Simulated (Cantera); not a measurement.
A closed system holds: 1 mol CF4, 0.071 mol CH4, at 133 Pa.

Cantera equilibrium calculation (NASA polynomials, part measured and part estimated; ideal gas, pure solids and liquids). Candidate condensed phases: C, C6H6, C7H8, C8H18; 95 gas species. Gases not in the tables: C2F6 and larger saturated fluorocarbons. Equilibrium is a limit: real reactors are often held back by kinetics, nucleation or transport.

**Question.** What share of the C ends up in condensed phases as a function of T (K), at 1848, 1948, 2048, 2148, 2248, 2348, 2448, 2548?

**Answer.** 
| T (K) | C condensed (%) | as |
|---|---|---|
| 1848 | 10.2 | C(graphite) |
| 1948 | 6.1 | C(graphite) |
| 2048 | 0.0 | - |
| 2148 | 0.0 | - |
| 2248 | 5.6 | C(graphite) |
| 2348 | 28.7 | C(graphite) |
| 2448 | 49.7 | C(graphite) |
| 2548 | 62.8 | C(graphite) |
